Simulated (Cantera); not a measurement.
Charge: 1 mol B, 41 mol H2, at 2373.15 K.

These are equilibrium values from Cantera (NASA tables, ideal gas, pure condensed phases), not measurements of a reactor. Candidate condensed phases: B; 7 gas species. Gases not in the tables: B2H6 and higher boranes. Equilibrium is a limit: real reactors are often held back by kinetics, nucleation or transport.

**Question.** What share of the B ends up in condensed phases as a function of P (Pa), at 10, 63, 400, 2500, 16000, 100000?

**Answer.** 
```tsv
P (Pa)	B condensed (%)	as
10	0.0	-
63	0.0	-
400	61.4	B(l)
2500	84.6	B(l)
16000	88.0	B(l)
100000	88.4	B(l)
```
